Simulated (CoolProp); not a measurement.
Acetone along the isotherm 550 K: density (kg/m³) from the reference equation and from simpler models built on Tc = 508.1 K, pc = 46.92 bar, ω = 0.307; each cubic takes its own stable root.

The numbers come from the reference Helmholtz-energy equation of state, Lemmon 2006 in CoolProp. It is a short technical equation, of lower accuracy than the large ones.

```
p (bar)          phase  reference  ideal gas  Redlich-Kwong  Soave-Redlich-Kwong
-------  -------------  ---------  ---------  -------------  -------------------
46.9               gas      90.54      59.57          89.28                85.73
93.8     supercritical      367.6      119.1          290.4                266.9
141      supercritical      455.2      179.1          357.1                342.3
188      supercritical      495.0      238.8          393.6                382.2
235      supercritical      521.9      298.5          419.5                409.9
282      supercritical      542.5      358.2          439.6                431.3
328      supercritical      559.0      416.6          455.7                448.4
375      supercritical      573.4      476.3          469.7                463.1
422      supercritical      586.0      536.0          481.8                475.8
469      supercritical      597.1      595.7          492.5                487.0
```
